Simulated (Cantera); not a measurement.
A closed system holds: 1 mol CH₃SiCl₃, 0.079 mol CH₄, 4.5 mol H₂, equilibrated at 790 Pa.

Points: T (K) = 923, 1123, 1323, 1523, 1723, 1923, 2123, 2323.

Cantera's Mixture.equilibrate('TP', solver="vcs", rtol=1e-11, max_steps=5000) on the NASA tables stopped like this:

```
ERROR: FAILURE its = 5001!

*******************************************************************************
CanteraError thrown by MultiPhase::equilibrate:
VCS solver failed. Return code: -1
*******************************************************************************
```

What got this run through?

This is not unique; one that fits is The failure is numerical, not chemical. The same input converged with solver="gibbs", rtol=1e-10, max_steps=50000, and the result passed a check of the equilibrium conditions:
```
T = 923 K  P = 790 Pa  gas = 7.145 mol
   x: H2 7.897e-01  HCL 1.384e-01  SiCL4 6.923e-02  SiHCL3 1.408e-03  CH4 1.146e-03
   condensed (mol): C(gr) 0.5763  SiC(b) 0.4945
T = 1123 K  P = 790 Pa  gas = 7.496 mol
   x: H2 6.640e-01  HCL 3.138e-01  SiCL4 2.035e-02
   condensed (mol): C(gr) 0.2442  SiC(b) 0.8341
T = 1323 K  P = 790 Pa  gas = 7.64 mol
   x: H2 6.167e-01  HCL 3.784e-01  SiCL2 2.114e-03  SiCL4 1.766e-03
   condensed (mol): C(gr) 0.1159  SiC(b) 0.9629
T = 1523 K  P = 790 Pa  gas = 7.656 mol
   x: H2 6.156e-01  HCL 3.774e-01  SiCL2 6.019e-03
   condensed (mol): C(gr) 0.1305  SiC(b) 0.9483
T = 1723 K  P = 790 Pa  gas = 7.665 mol
   x: H2 6.201e-01  HCL 3.647e-01  SiCL2 1.236e-02  H 1.616e-03
   condensed (mol): C(gr) 0.176  SiC(b) 0.9021
T = 1923 K  P = 790 Pa  gas = 7.704 mol
   x: H2 6.227e-01  HCL 3.443e-01  SiCL2 2.039e-02  H 8.364e-03  CL 3.478e-03
   condensed (mol): C(gr) 0.2355  SiC(b) 0.8391
T = 2123 K  P = 790 Pa  gas = 7.848 mol
   x: H2 6.115e-01  HCL 3.127e-01  H 3.156e-02  SiCL2 2.809e-02  CL 1.184e-02  Si 1.811e-03  SiCL 1.094e-03  C2H2,acetylene 1.013e-03
   condensed (mol): C(gr) 0.3077  SiC(b) 0.7526
T = 2323 K  P = 790 Pa  gas = 8.425 mol
   x: H2 5.537e-01  HCL 2.573e-01  H 9.117e-02  SiCL2 3.140e-02  CL 3.044e-02  Si 2.208e-02  SiCL 5.269e-03  SiC2 3.297e-03  C2H2,acetylene 2.681e-03  Si2C 1.926e-03
   condensed (mol): C(gr) 0.523  SiC(b) 0.4382
```

The gas is ideal and each condensed phase is pure. The feed counts by its element totals alone. The tables' values for SiCl, SiCl3 are old estimates; treat these amounts as uncertain. Gases not in the tables: Si2H6 and higher silanes.
